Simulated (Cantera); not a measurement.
What does this Cantera script print?

```python
import numpy as np
import cantera as ct

gas_names = """
    C CH CH2 CH3 CH2OH CH3O CH4 CH3OH CN CO CO2 COOH C2 C2H CHCO,ketyl C2H2,acetylene C2H2,vinylidene
    CH2CO,ketene C2H3,vinyl CH3CN CH3CO,acetyl C2H4 C2H4O,ethylen CH3CHO,ethanal CH3COOH (HCOOH)2 C2H5
    C2H6 CH3OCH3 C2H5OH CCN CNC C2N2 C2O C3 C3H3,propargyl C3H4,allene C3H4,propyne C3H4,cyclo-
    C3H5,allyl C3H6,propylene C3H6,cyclo- C3H6O C3H7,n-propyl C3H7,i-propyl C3H8 C3H8O,1propanol
    C3H8O,2propanol C3O2 C4 C4H2 C4H4,1,3-cyclo- C4H6,butadiene C4H6,2-butyne C4H6,cyclo- C4H8,1-butene
    C4H8,cis2-buten C4H8,tr2-butene C4H8,isobutene C4H8,cyclo- (CH3COOH)2 C4H9,n-butyl C4H9,i-butyl
    C4H9,s-butyl C4H9,t-butyl C4H10,isobutane C4H10,n-butane C4N2 C5 C5H6,1,3cyclo- C5H8,cyclo-
    C5H10,1-pentene C5H10,cyclo- C5H11,pentyl C5H11,t-pentyl C5H12,n-pentane C5H12,i-pentane
    CH3C(CH3)2CH3 C6H2 C6H5,phenyl C6H5O,phenoxy C6H6 C6H5OH,phenol C6H10,cyclo- C6H12,1-hexene
    C6H12,cyclo- C6H13,n-hexyl C7H7,benzyl C7H8 C7H8O,cresol C7H14,1-heptene C7H15,n-heptyl
    C7H16,n-heptane C8H8,styrene C8H10,ethylbenz C8H16,1-octene C8H17,n-octyl C8H18,isooctane
    C8H18,n-octane C9H19,n-nonyl C10H8,naphthale C10H21,n-decyl C12H9,o-bipheny C12H10,bipheny H HCN HCO
    HCCN HNC HNCO HNO HNO2 HNO3 HO2 H2 HCHO,formaldehy HCOOH H2O H2O2 N NCO NH NH2 NH3 NH2OH NO NO2 NO3
    N2 N2H2 N2H4 N2O O OH O2 O3 Si SiC SiC2 SiC4H12 SiH SiH2 SiH3 SiH4 SiN SiO SiO2 Si2 Si2C Si2N Si3
""".split()
cond_names = """
    C(gr) C6H6(L) C7H8(L) C8H18(L),n-octa H2O(s) H2O(L) Si(cr) Si(L) SiC(b) SiO2(Lqz) SiO2(hqz) SiO2(L)
    Si2N2O(s) Si3N4(a)
""".split()


def load(file, names, dense=False):
    # The tables refer to 1 bar. Condensed volumes are neglected.
    table = {s.name: s for s in ct.Species.list_from_file(file)}
    out = []
    for n in names:
        d = dict(table[n].input_data)
        d["thermo"] = dict(d["thermo"], **{"reference-pressure": 1e5})
        if dense:
            d["equation-of-state"] = {"model": "constant-volume", "density": "1e6 g/cm^3"}
        out.append(ct.Species.from_dict(d))
    return out


gas = ct.Solution(thermo="ideal-gas", species=load("nasa_gas.yaml", gas_names))
cond = {s.name: ct.Solution(thermo="fixed-stoichiometry", species=[s], name=s.name)
        for s in load("nasa_condensed.yaml", cond_names, dense=True)}
atoms = {
    'SiC': {'Si': 1, 'C': 1},
    'N2O': {'N': 2, 'O': 1},
    'H2': {'H': 2},
}
top_T = {'C(gr)': 4500, 'SiC(b)': 3050, 'Si2N2O(s)': 2100, 'Si3N4(a)': 2400}  # K; cautious upper limits of use, not melting points


def equilibrate(T, P, feed):
    n = {}
    for name, mol in feed.items():
        for a, k in atoms[name].items():
            n[a] = n.get(a, 0.0) + k * mol
    gas.TPX = T, P, n
    mass = sum(n.values()) * gas.mean_molecular_weight
    gas.equilibrate("TP")
    valid = [c for c in cond.values() if c.min_temp <= T <= top_T.get(c.name, c.max_temp)]
    mix = ct.Mixture([(gas, mass / gas.mean_molecular_weight)] + [(c, 0.0) for c in valid])
    mix.T, mix.P = T, P
    mix.equilibrate("TP", solver="vcs", rtol=1e-11, max_steps=5000)
    return mix


results = []
feed = {'SiC': 1, 'N2O': 0.013, 'H2': 8.9}  # mol
T = 2025  # K
for P in [0.1, 1, 10, 100, 1000, 10000, 100000, 1000000]:
    mix = equilibrate(T, P, feed)
    results.append((T, P, feed, dict(zip(mix.species_names, mix.species_moles))))
    x = sorted(zip(gas.X, gas.species_names), reverse=True)
    print(f"T = {T:g} K  P = {P:g} Pa  gas = {mix.phase_moles(0):.4g} mol")
    print("   x: " + "  ".join(f"{s} {v:.3e}" for v, s in x if v > 1e-06))
    print("   condensed (mol): " + ("  ".join(f"{mix.phase(i).name} {mix.phase_moles(i):.4g}"
          for i in range(1, mix.n_phases) if mix.phase_moles(i) > 1e-12) or "none"))
```

Output:

```
T = 2025 K  P = 0.1 Pa  gas = 16.2 mol
   x: H 7.744e-01  H2 1.619e-01  Si 5.891e-02  SiC2 2.736e-03  CO 8.023e-04  N2 7.003e-04  HCN 1.730e-04  C2H2,acetylene 1.465e-04  C 5.182e-05  C3 5.091e-05  Si2C 3.019e-05  CN 2.062e-05  SiH 1.518e-05  C2H 1.427e-05  HNC 1.028e-05  C2 4.322e-06  SiC 1.342e-06
   condensed (mol): C(gr) 0.8859
T = 2025 K  P = 1 Pa  gas = 12.61 mol
   x: H2 4.917e-01  H 4.268e-01  Si 7.473e-02  SiC2 3.471e-03  CO 1.029e-03  N2 8.504e-04  Si2C 4.858e-04  C2H2,acetylene 4.450e-04  HCN 3.323e-04  SiH 1.061e-04  HNC 1.975e-05  Si2 1.055e-05  C2H 7.864e-06  CN 7.187e-06  C 5.182e-06  C3 5.091e-06  SiO 2.168e-06  SiC 1.702e-06  SiN 1.691e-06
   condensed (mol): C(gr) 0.8771
T = 2025 K  P = 10 Pa  gas = 10.18 mol
   x: H2 7.878e-01  H 1.708e-01  Si 3.497e-02  SiC2 1.624e-03  CO 1.265e-03  Si2C 1.064e-03  N2 1.029e-03  C2H2,acetylene 7.129e-04  HCN 4.627e-04  SiH 1.987e-04  HNC 2.750e-05  Si2 2.311e-05  SiO 1.247e-05  SiH2 5.782e-06  C2H 3.148e-06  SiN 2.754e-06  CN 2.500e-06
   condensed (mol): C(gr) 0.3205  SiC(b) 0.603
T = 2025 K  P = 100 Pa  gas = 9.233 mol
   x: H2 9.334e-01  H 5.880e-02  Si 3.548e-03  CO 1.394e-03  N2 1.131e-03  C2H2,acetylene 8.207e-04  HCN 5.205e-04  SiC2 1.601e-04  Si2C 1.079e-04  SiH 6.940e-05  HNC 3.094e-05  SiO 1.415e-05  SiH2 6.950e-06  Si2 2.379e-06  C2H 1.053e-06
   condensed (mol): SiC(b) 0.9629
T = 2025 K  P = 1000 Pa  gas = 9.024 mol
   x: H2 9.765e-01  H 1.902e-02  N2 1.354e-03  CO 1.275e-03  Si 1.269e-03  SiO 1.656e-04  HCN 1.628e-04  SiH 8.029e-05  C2H2,acetylene 6.711e-05  Si2C 3.861e-05  SiH2 2.601e-05  HNC 9.676e-06  SiC2 4.476e-06  Si2 3.043e-06  SiN 1.146e-06  CH4 1.045e-06
   condensed (mol): SiC(b) 0.9853
T = 2025 K  P = 10000 Pa  gas = 8.956 mol
   x: H2 9.906e-01  H 6.057e-03  N2 1.411e-03  CO 8.777e-04  SiO 5.738e-04  Si 2.848e-04  HCN 7.462e-05  SiH2 5.920e-05  SiH 5.738e-05  C2H2,acetylene 1.352e-05  Si2C 8.663e-06  CH4 4.790e-06  HNC 4.435e-06  Si2 1.532e-06
   condensed (mol): SiC(b) 0.9911
T = 2025 K  P = 100000 Pa  gas = 8.935 mol
   x: H2 9.950e-01  H 1.920e-03  N2 1.422e-03  CO 7.321e-04  SiO 7.222e-04  SiH2 7.304e-05  HCN 6.111e-05  CH4 3.934e-05  Si 3.498e-05  SiH 2.234e-05  C2H2,acetylene 9.000e-06  HNC 3.632e-06  CH3 1.497e-06  Si2C 1.064e-06
   condensed (mol): SiC(b) 0.9923
T = 2025 K  P = 1e+06 Pa  gas = 8.926 mol
   x: H2 9.960e-01  N2 1.426e-03  SiO 8.647e-04  H 6.074e-04  CO 5.842e-04  CH4 3.219e-04  SiH2 8.957e-05  HCN 4.999e-05  SiH 8.657e-06  H2O 7.573e-06  NH3 7.237e-06  SiH4 6.810e-06  C2H2,acetylene 6.005e-06  Si 4.285e-06  CH3 3.871e-06  HNC 2.971e-06  SiH3 1.097e-06
   condensed (mol): SiC(b) 0.9913
```

These are equilibrium values from Cantera (NASA tables, ideal gas, pure condensed phases), not measurements of a reactor. Gases not in the tables: Si2H6 and higher silanes.
